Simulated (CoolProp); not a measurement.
A simple Rankine cycle with R245fa: condensing at 328.15 K, boiler at 1.67 MPa, turbine inlet 388 K, turbine efficiency 0.9, pump efficiency 0.8, no recuperator. Each further row changes one setting.

Model: reference Helmholtz-energy equation of state, Akasaka 2015, in CoolProp.

```
case                             thermal efficiency (%)  net work (kJ/kg)  heat in (kJ/kg)  turbine exit temperature (K)  volume ratio over the turbine
-------------------------------  ----------------------  ----------------  ---------------  ----------------------------  -----------------------------
as stated                                          10.7              22.6              210                         343.2                           4.75
turbine inlet 408 K                                10.7              25.3              237                         366.5                           4.48
condensing temperature 320.15 K                    12.1              26.7              221                         337.2                           6.05
boiler pressure 1.17 MPa                            8.5              18.8              222                         358.0                           3.05
turbine efficiency 0.8                              9.5              19.9              210                         345.8                           4.80
```
